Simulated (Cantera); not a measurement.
Feed: 1 mol CS2, 0.63 mol H2, equilibrated at 75.0 Torr.

Cantera equilibrium calculation (NASA polynomials, part measured and part estimated; ideal gas, pure solids and liquids). Candidate condensed phases: C, C6H6, C7H8, C8H18, S; 83 gas species. Gases not in the tables: S3 to S7. Kinetics and transport are ignored.

x: gas mole fraction; n: condensed amount in mol.

```json
[
 {"T (K)": "798", "x CS2": "0.476", "x H2S": "0.475", "x H2": "0.00341", "x S2": "0.0453", "x SH": "1.05e-6", "x CS": "2.81e-10", "x CH4": "1.61e-6", "n C(graphite)": "0.372"},
 {"T (K)": "873", "x CS2": "0.472", "x H2S": "0.467", "x H2": "0.0100", "x S2": "0.0512", "x SH": "5.02e-6", "x CS": "4.88e-9", "x CH4": "4.49e-6", "n C(graphite)": "0.376"},
 {"T (K)": "948", "x CS2": "0.470", "x H2S": "0.449", "x H2": "0.0243", "x S2": "0.0568", "x SH": "1.86e-5", "x CS": "5.39e-8", "x CH4": "1.01e-5", "n C(graphite)": "0.374"},
 {"T (K)": "1023", "x CS2": "0.470", "x H2S": "0.417", "x H2": "0.0496", "x S2": "0.0624", "x SH": "5.58e-5", "x CS": "4.19e-7", "x CH4": "1.85e-5", "n C(graphite)": "0.366"},
 {"T (K)": "1098", "x CS2": "0.474", "x H2S": "(withheld)", "x H2": "(withheld)", "x S2": "(withheld)", "x SH": "(withheld)", "x CS": "(withheld)", "x CH4": "(withheld)", "n C(graphite)": "0.349"},
 {"T (K)": "1173", "x CS2": "0.479", "x H2S": "(withheld)", "x H2": "(withheld)", "x S2": "0.0737", "x SH": "(withheld)", "x CS": "(withheld)", "x CH4": "3.45e-5", "n C(graphite)": "0.325"},
 {"T (K)": "1248", "x CS2": "0.485", "x H2S": "0.254", "x H2": "0.181", "x S2": "0.0793", "x SH": "0.000583", "x CS": "4.46e-5", "x CH4": "3.66e-5", "n C(graphite)": "0.299"},
 {"T (K)": "1323", "x CS2": "0.490", "x H2S": "0.199", "x H2": "0.225", "x S2": "0.0846", "x SH": "0.00101", "x CS": "0.000148", "x CH4": "3.45e-5", "n C(graphite)": "0.274"},
 {"T (K)": "1398", "x CS2": "0.493", "x H2S": "0.153", "x H2": "0.262", "x S2": "0.0895", "x SH": "0.00161", "x CS": "0.000431", "x CH4": "3.00e-5", "n C(graphite)": "0.252"}
]
```

Fill in the missing entries.


- 1173, x H2S: 0.314
- 1173, x H2: 0.133
- 1173, x SH: 0.000305
- 1173, x CS: 1.15e-5
- 1098, x H2S: 0.371
- 1098, x H2: 0.0871
- 1098, x S2: 0.0680
- 1098, x SH: 0.000140
- 1098, x CS: 2.46e-6
- 1098, x CH4: 2.77e-5
